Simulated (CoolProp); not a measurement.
A Linde-Hampson liquefier for carbon monoxide: isothermal reversible compression at 300 K from 1 atm to 10 MPa, throttling to 1 atm, return gas leaving the recuperator 0 K below the feed. Each further row changes one setting.

Computed with CoolProp (reference Helmholtz-energy equation of state, Lemmon 2006). It is a short technical equation, of lower accuracy than the large ones.

| case | liquid yield per pass | compression work (kJ/kg of gas) |
|---|---|---|
| as stated | (withheld) | 407 |
| high pressure 20 MPa | (withheld) | (withheld) |
| warm-end temperature 330 K | (withheld) | (withheld) |
| warm-end gap 5 K | (withheld) | 407 |

**Question.** Fill in the missing entries.

**Answer.** 
- as stated, liquid yield per pass: 0.051
- high pressure 20 MPa, liquid yield per pass: 0.085
- high pressure 20 MPa, compression work (kJ/kg of gas): 470
- warm-end temperature 330 K, liquid yield per pass: 0.038
- warm-end temperature 330 K, compression work (kJ/kg of gas): 450
- warm-end gap 5 K, liquid yield per pass: 0.040
